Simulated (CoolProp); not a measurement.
Vapour-liquid equilibrium of CH2F2 (R32) (1) + R1234ze(E) (2) at 312.6 K; x and y are mole fractions of (1).

Computed with CoolProp (multi-fluid Helmholtz-energy mixture model, Tillner-Roth 1997 and Thol 2016; pair parameters Bell 2023).

```json
[
 {"x": "0.05", "bubble pressure, mixture model (kPa)": "843.7", "bubble pressure, Raoult's law (kPa)": "839.6", "y, mixture model": "0.130", "y, Raoult's law": "0.146"},
 {"x": "0.15", "bubble pressure, mixture model (kPa)": "___", "bubble pressure, Raoult's law (kPa)": "1009", "y, mixture model": "0.329", "y, Raoult's law": "0.364"},
 {"x": "0.25", "bubble pressure, mixture model (kPa)": "1196", "bubble pressure, Raoult's law (kPa)": "1178", "y, mixture model": "0.472", "y, Raoult's law": "0.519"},
 {"x": "0.35", "bubble pressure, mixture model (kPa)": "1366", "bubble pressure, Raoult's law (kPa)": "1347", "y, mixture model": "0.580", "y, Raoult's law": "0.636"},
 {"x": "0.45", "bubble pressure, mixture model (kPa)": "1530", "bubble pressure, Raoult's law (kPa)": "1516", "y, mixture model": "___", "y, Raoult's law": "0.726"},
 {"x": "0.55", "bubble pressure, mixture model (kPa)": "1691", "bubble pressure, Raoult's law (kPa)": "1685", "y, mixture model": "0.739", "y, Raoult's law": "0.798"},
 {"x": "0.65", "bubble pressure, mixture model (kPa)": "1851", "bubble pressure, Raoult's law (kPa)": "1854", "y, mixture model": "0.803", "y, Raoult's law": "0.857"},
 {"x": "0.75", "bubble pressure, mixture model (kPa)": "2013", "bubble pressure, Raoult's law (kPa)": "2023", "y, mixture model": "0.862", "y, Raoult's law": "0.907"},
 {"x": "0.85", "bubble pressure, mixture model (kPa)": "2181", "bubble pressure, Raoult's law (kPa)": "2192", "y, mixture model": "0.918", "y, Raoult's law": "0.948"},
 {"x": "0.95", "bubble pressure, mixture model (kPa)": "2355", "bubble pressure, Raoult's law (kPa)": "2361", "y, mixture model": "___", "y, Raoult's law": "0.984"}
]
```

Question: Complete the blanks.

Answer: 
- 0.15, bubble pressure, mixture model (kPa): 1021
- 0.45, y, mixture model: 0.666
- 0.95, y, mixture model: 0.973

The largest gap from Raoult's law is +1.5 % in bubble pressure, at x = 0.25. No azeotrope shows between x = 0.05 and 0.95.

The pair parameters rest on a limited set of measurements; away from them the model extrapolates. The gap from Raoult's law changes sign with composition, which may be real or a fault of the pair parameters; it wasn't checked against measurements.
